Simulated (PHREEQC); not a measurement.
**Buffer**

Solution (70 °C): 1 mmol/kgw H3BO3, 15 mmol/kgw Na2HPO4 and 16 mmol/kgw CsOH. Closed to the air; pH follows from the charge balance.

Computed with PHREEQC (ion-association model, wateq4f.dat).

This is a speciation only: nothing precipitates in the calculation.

Question: What pH, ionic strength does the model give?

Answer: pH 10.80; ionic strength 0.0653 mol/kgw.

Question: In which forms is P present?

Answer: HPO4-2 82 %, PO4-3 16 %, NaHPO4- 1.9 % of the P.

H3PO4, which wateq4f.dat lacks, is added to it with the constant of phreeqc.dat. At this temperature some constants are extrapolated from 25 °C, and those without enthalpy data are left unchanged.
